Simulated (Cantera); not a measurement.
Feed: 1 mol Cr, 5.3 mol N₂, equilibrated at 0.100 bar.

Method: chemical equilibrium by Gibbs-energy minimisation in Cantera with the NASA 1993 tables (ideal gas, pure condensed phases). Candidate condensed phases: Cr, CrN, Cr₂N; 4 gas species. The numbers say what is thermodynamically allowed, not how fast it happens.

Task: Which condensed phases are stable at each of these points (T (K)): 1973, 2023, 2073, 2123, 2173, 2223, 2273, 2323, 2373?

Result: 
```json
[
 {"T (K)": "1973", "condensed phases": "Cr(s)", "Cr condensed (%)": "95.5"},
 {"T (K)": "2023", "condensed phases": "Cr(s)", "Cr condensed (%)": "92.1"},
 {"T (K)": "2073", "condensed phases": "Cr(s)", "Cr condensed (%)": "86.3"},
 {"T (K)": "2123", "condensed phases": "Cr(s)", "Cr condensed (%)": "76.9"},
 {"T (K)": "2173", "condensed phases": "Cr(l)", "Cr condensed (%)": "62.5"},
 {"T (K)": "2223", "condensed phases": "Cr(l)", "Cr condensed (%)": "39.9"},
 {"T (K)": "2273", "condensed phases": "Cr(l)", "Cr condensed (%)": "3.5"},
 {"T (K)": "2323", "condensed phases": "gas only", "Cr condensed (%)": "0.0"},
 {"T (K)": "2373", "condensed phases": "gas only", "Cr condensed (%)": "0.0"}
]
```

From 1973 K to 2123 K the condensed part is Cr(s). From 2173 K to 2273 K the condensed part is Cr(l). From 2323 K to 2373 K nothing is condensed.
